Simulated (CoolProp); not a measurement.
A single-stage vapour-compression cycle with CH3F (R41): evaporating at 197.15 K (dew point), condensing at 217.15 K (bubble point), superheat 2 K, subcooling 2 K, compressor efficiency 0.9, no pressure losses. Each further row changes one setting.

Computed with CoolProp (reference Helmholtz-energy equation of state, Lemmon 2006). It is a short technical equation, of lower accuracy than the large ones.

| case | cooling COP | pressure ratio | discharge temperature (K) | refrigerating effect (kJ/kg) | volumetric capacity (kJ/m³) |
|---|---|---|---|---|---|
| as stated | 8.04 | 2.62 | 254.6 | 449 | 1110 |
| evaporating temperature 202.15 K | 11.3 | 2.02 | 244.0 | 452 | 1430 |
| condensing temperature 212.15 K | 11.0 | 2.10 | 240.6 | 460 | 1140 |
| subcooling 7 K | 8.23 | 2.62 | 254.6 | 460 | 1140 |
| superheat 12 K | 7.78 | 2.62 | 267.7 | 461 | 1080 |
| compressor efficiency 0.8 | 7.15 | 2.62 | 260.6 | 449 | 1110 |
